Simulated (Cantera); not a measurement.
# Ammonia decomposition in nitride growth gas

An isothermal, constant-pressure homogeneous reactor starts with NH3 : N2 = 1 : 2.7 (molar parts), at 2350 K and 0.500 bar.

Cantera simulation using the gas-phase N/H chemistry of the illustrative SiF4/NH3 mechanism in the Surface Chemkin manual (1991); the numbers are that mechanism's predictions, not measurements. Walls and surfaces, which speed up NH3 decomposition in real reactors, are not modelled.

| t (s) | x NH3 | x NH2 | x H2 | x H | x NH |
|---|---|---|---|---|---|
| 4.00e-5 | 0.267 | 0.00241 | 0.00192 | 1.60e-5 | 2.85e-5 |
| 9.72e-5 | 0.262 | 0.00322 | 0.00731 | 4.32e-5 | 5.06e-5 |
| 0.000236 | 0.249 | 0.00287 | 0.0222 | 9.41e-5 | 6.23e-5 |
| 0.000574 | 0.222 | 0.00232 | 0.0547 | 0.000191 | 7.22e-5 |
| 0.00139 | 0.170 | 0.00173 | 0.117 | 0.000384 | 7.58e-5 |
| 0.00339 | 0.0916 | 0.00106 | 0.210 | 0.000768 | 6.67e-5 |
| 0.00823 | 0.0227 | 0.000399 | 0.291 | 0.00161 | 4.26e-5 |
| 0.0200 | 0.000556 | 3.02e-5 | 0.315 | 0.00535 | 1.05e-5 |
| 0.0486 | 9.88e-6 | 9.95e-7 | 0.313 | 0.00983 | 6.45e-7 |
| 0.118 | 2.31e-6 | 2.35e-7 | 0.313 | 0.00993 | 1.54e-7 |
| 0.287 | 1.08e-6 | 1.09e-7 | 0.313 | 0.00993 | 7.17e-8 |
| 0.697 | 8.90e-7 | 9.06e-8 | 0.313 | 0.00993 | 5.93e-8 |
| 1.69 | 8.86e-7 | 9.01e-8 | 0.313 | 0.00993 | 5.91e-8 |
| 4.12 | 8.86e-7 | 9.01e-8 | 0.313 | 0.00993 | 5.91e-8 |
| 10.0 | 8.86e-7 | 9.01e-8 | 0.313 | 0.00993 | 5.91e-8 |
x: mole fraction; the columns are a selection and need not sum to one.

Equilibrium at this temperature and pressure: NH3 8.86e-7, NH2 9.01e-8, H2 0.313, H 0.00993, NH 5.91e-8 (gas phase only).
